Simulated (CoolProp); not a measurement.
Properties of sulfur dioxide along the isotherm 525 K (Tc = 430.6 K, pc = 7.887 MPa, ω = 0.256).

Values from CoolProp's reference Helmholtz-energy equation of state, Gao 2016.

```tsv
p (MPa)	phase	density (kg/m³)	cv (kJ/(kg K))	isothermal compressibility (1/MPa)	fugacity coefficient
1.31	gas	19.79	0.6162	0.7861	0.9720
2.63	gas	40.98	0.6254	0.4042	0.9443
3.94	gas	63.39	0.6350	(withheld)	0.9173
5.26	gas	87.58	0.6451	0.2167	0.8905
6.57	gas	113.4	(withheld)	(withheld)	0.8645
7.89	supercritical	141.4	(withheld)	0.1560	0.8388
9.2	supercritical	171.4	0.6782	0.1392	0.8139
10.5	supercritical	203.7	0.6897	0.1267	0.7898
11.8	supercritical	238.6	0.7012	0.1168	0.7663
```

**Question.** Complete the blanks.

**Answer.** 
- 3.94, isothermal compressibility (1/MPa): 0.2790
- 6.57, cv (kJ/(kg K)): 0.6557
- 6.57, isothermal compressibility (1/MPa): 0.1801
- 7.89, cv (kJ/(kg K)): 0.6668
